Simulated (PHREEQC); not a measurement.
0.12 g of hydrous ferric oxide (600 m²/g; 0.2 weak and 0.005 strong sites per Fe, Dzombak-Morel constants, diffuse double layer) in 1 kg of water with 0.3 mol/kgw of an inert sodium salt and 1.4e-06 mol PbCl2, at 25 °C; the pH is set by adding NaOH or the inert anion's acid. O2 is buffered at 0.21 atm. CO2 from the air is kept out. No solid was allowed to form.

Computed with PHREEQC (ion-association model, wateq4f.dat).

```json
[
 {"pH": "3", "Pb sorbed (%)": "0.4", "surface charge σ (C/m²)": "0.368", "surface potential ψ (mV)": "126"},
 {"pH": "3.38", "Pb sorbed (%)": "2.5", "surface charge σ (C/m²)": "0.365", "surface potential ψ (mV)": "[?]"},
 {"pH": "3.75", "Pb sorbed (%)": "11.8", "surface charge σ (C/m²)": "0.357", "surface potential ψ (mV)": "124"},
 {"pH": "4.12", "Pb sorbed (%)": "[?]", "surface charge σ (C/m²)": "0.343", "surface potential ψ (mV)": "122"},
 {"pH": "4.5", "Pb sorbed (%)": "76.4", "surface charge σ (C/m²)": "0.318", "surface potential ψ (mV)": "118"},
 {"pH": "4.88", "Pb sorbed (%)": "94.1", "surface charge σ (C/m²)": "0.282", "surface potential ψ (mV)": "112"},
 {"pH": "5.25", "Pb sorbed (%)": "98.7", "surface charge σ (C/m²)": "0.240", "surface potential ψ (mV)": "104"},
 {"pH": "5.62", "Pb sorbed (%)": "99.7", "surface charge σ (C/m²)": "0.197", "surface potential ψ (mV)": "94"},
 {"pH": "6", "Pb sorbed (%)": "[?]", "surface charge σ (C/m²)": "[?]", "surface potential ψ (mV)": "83"},
 {"pH": "6.38", "Pb sorbed (%)": "100.0", "surface charge σ (C/m²)": "0.117", "surface potential ψ (mV)": "70"},
 {"pH": "6.75", "Pb sorbed (%)": "100.0", "surface charge σ (C/m²)": "0.085", "surface potential ψ (mV)": "56"},
 {"pH": "7.12", "Pb sorbed (%)": "100.0", "surface charge σ (C/m²)": "[?]", "surface potential ψ (mV)": "42"},
 {"pH": "7.5", "Pb sorbed (%)": "100.0", "surface charge σ (C/m²)": "[?]", "surface potential ψ (mV)": "26"},
 {"pH": "7.88", "Pb sorbed (%)": "100.0", "surface charge σ (C/m²)": "[?]", "surface potential ψ (mV)": "10"},
 {"pH": "8.25", "Pb sorbed (%)": "100.0", "surface charge σ (C/m²)": "[?]", "surface potential ψ (mV)": "-6"},
 {"pH": "8.62", "Pb sorbed (%)": "100.0", "surface charge σ (C/m²)": "-0.028", "surface potential ψ (mV)": "-21"},
 {"pH": "9", "Pb sorbed (%)": "100.0", "surface charge σ (C/m²)": "-0.051", "surface potential ψ (mV)": "-37"}
]
```

### Question
What belongs in the gaps?

### Answer

- 3.38, surface potential ψ (mV): 125
- 4.12, Pb sorbed (%): 39.8
- 6, Pb sorbed (%): 99.9
- 6, surface charge σ (C/m²): 0.154
- 7.12, surface charge σ (C/m²): 0.058
- 7.5, surface charge σ (C/m²): 0.034
- 7.88, surface charge σ (C/m²): 0.013
- 8.25, surface charge σ (C/m²): -0.007

Complexes and solids missing from the database can't appear. The oxide is taken as insoluble; below pH 4 it would dissolve.
